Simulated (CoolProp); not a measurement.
A simple Rankine cycle with ethanol: condensing at 294.15 K, boiler at 0.0441 MPa, turbine inlet 481.9 K, turbine efficiency 0.65, pump efficiency 0.8, no recuperator. Each further row changes one setting.

Computed with CoolProp (reference Helmholtz-energy equation of state, Schroeder 2014).

```csv
case,thermal efficiency (%),net work (kJ/kg),heat in (kJ/kg),turbine exit temperature (K),volume ratio over the turbine
as stated,?,?,1250,?,6.32
turbine inlet 501.9 K,8.2,105,1290,?,6.34
condensing temperature 286.15 K,?,123,?,417.3,?
boiler pressure 0.0309 MPa,6.7,83.9,1250,438.7,4.52
turbine efficiency 0.55,6.8,85.3,1250,?,6.44
```

**Question.** Fill in the missing entries.

**Answer.** 
- as stated, thermal efficiency (%): 8.1
- as stated, net work (kJ/kg): 101
- as stated, turbine exit temperature (K): 429.5
- turbine inlet 501.9 K, turbine exit temperature (K): 448.9
- condensing temperature 286.15 K, thermal efficiency (%): 9.7
- condensing temperature 286.15 K, heat in (kJ/kg): 1270
- condensing temperature 286.15 K, volume ratio over the turbine: 10.0
- turbine efficiency 0.55, turbine exit temperature (K): 437.8
